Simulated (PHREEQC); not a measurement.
PHREEQC input (ion-association model, wateq4f.dat):

```
SOLUTION_MASTER_SPECIES
  An  An-  0  An  62.0  # stands for a non-complexing anion
SOLUTION_SPECIES
  An- = An-
    -log_k 0
    -gamma 3.0 0
PHASES
  Fix_H+
    H+ = H+
    -log_k 0
SOLUTION 1
  temp 25
  units mmol/kgw
  pH 7 charge
  Cl 0.0242
  Cu(2) 0.0042
  Pb 0.0079
  Na 1
  An 1
END
SELECTED_OUTPUT 1
  -reset false
  -pH true
  -pe true
  -ionic_strength true
  -water true
  -totals Cl Cu Na Pb Cu(1) Cu(2)
  -molalities Hfo_wOH Hfo_wOH2+ Hfo_wO- Hfo_sOH Hfo_sOH2+ Hfo_sO- Hfo_sOCu+ Hfo_wOCu+ Hfo_sOPb+ Hfo_wOPb+
  -saturation_indices Cu(OH)2 Atacamite Pb(OH)2 Cotunnite Laurionite Halite
USER_PUNCH 1
  -headings sigma psi
  10 PUNCH EDL("sigma", "Hfo"), EDL("psi", "Hfo")
PRINT
  -reset false
USE solution 1
SURFACE 1
  Hfo_wOH 3.59551e-05 600 0.016
  Hfo_sOH 8.98876e-07
EQUILIBRIUM_PHASES 1
  Fix_H+ -4 HAn 10
    -force_equality true
  O2(g) -0.68 10
END
# ... the last block is repeated for the other 12 points of pH, with NaOH or the acid as the point needs
```

Selected output (columns that matter, 13 of 13 rows; pH added in front):

```
pH	mu	Cu	Na	Pb	m_Hfo_wOH	m_Hfo_wOH2+	m_Hfo_wO-	si_Cu(OH)2	si_Atacamite	si_Pb(OH)2	si_Cotunnite	si_Halite	sigma	psi
4	0.001145	4.1962e-06	0.001	7.5962e-06	2.2692e-05	1.2303e-05	9.5878e-07	-6.082	-10.857	-5.3359	-9.6817	-9.2313	0.119	0.21035
4.5	0.0010709	4.1864e-06	0.001	7.1998e-06	2.5381e-05	8.905e-06	1.6572e-06	-5.0811	-9.3545	-4.3573	-9.702	-9.2303	0.080426	0.19195
5	0.0010464	4.1419e-06	0.001	7.0015e-06	2.6712e-05	6.7204e-06	2.4323e-06	-4.0854	-7.8629	-3.3692	-9.7136	-9.2299	0.052756	0.17092
5.5	0.0010365	3.8454e-06	0.001	6.7134e-06	2.6946e-05	5.1006e-06	3.2612e-06	-3.1189	-6.4299	-2.3888	-9.733	-9.2298	0.033981	0.14865
6	0.0010311	2.7239e-06	0.0010046	5.5115e-06	2.5206e-05	3.1262e-06	4.656e-06	-2.2782	-5.2484	-1.4795	-9.8236	-9.2277	0.023468	0.12994
6.5	0.0010275	1.3771e-06	0.0010135	3.2264e-06	2.084e-05	1.3975e-06	7.1195e-06	-1.6456	-4.4831	-0.7278	-10.072	-9.2238	0.017835	0.11616
7	0.0010249	8.2998e-07	0.0010202	1.1667e-06	1.6595e-05	6.6469e-07	9.4911e-06	-1.2456	-4.1831	-0.2163	-10.56	-9.2209	0.012834	0.099817
7.5	0.0010243	8.079e-07	0.0010232	2.5869e-07	1.4654e-05	4.5949e-07	1.0707e-05	-1.0823	-4.3566	0.0068	-11.337	-9.2195	0.0079021	0.07653
8	0.0010251	8.5238e-07	0.0010247	5.4494e-08	1.4071e-05	4.0553e-07	1.1184e-05	-1.0338	-4.7595	0.074	-12.27	-9.2189	0.0041629	0.049117
8.5	0.0010274	8.846e-07	0.0010273	1.4791e-08	1.3839e-05	3.838e-07	1.1431e-05	-1.0141	-5.2201	0.1004	-13.243	-9.2178	0.0015425	0.020527
9	0.0010346	9.1048e-07	0.0010346	5.3787e-09	1.3685e-05	3.6941e-07	1.1615e-05	-1.0009	-5.6938	0.1175	-14.226	-9.2149	-0.00061637	-0.0083557
9.5	0.0010572	9.3911e-07	0.0010573	2.7728e-09	1.3528e-05	3.5494e-07	1.1812e-05	-0.9873	-6.1668	0.135	-15.209	-9.2058	-0.0030097	-0.037204
10	0.0011285	9.8214e-07	0.0011288	2.1545e-09	1.3302e-05	3.3501e-07	1.2101e-05	-0.968	-6.6287	0.1602	-16.185	-9.1784	-0.0065336	-0.06573
```

Along this series the solution becomes supersaturated in solids that the run did not let form, among them Pb(OH)2. The database's constant for dissolved Cu(OH)2 is higher than later reviews accept.
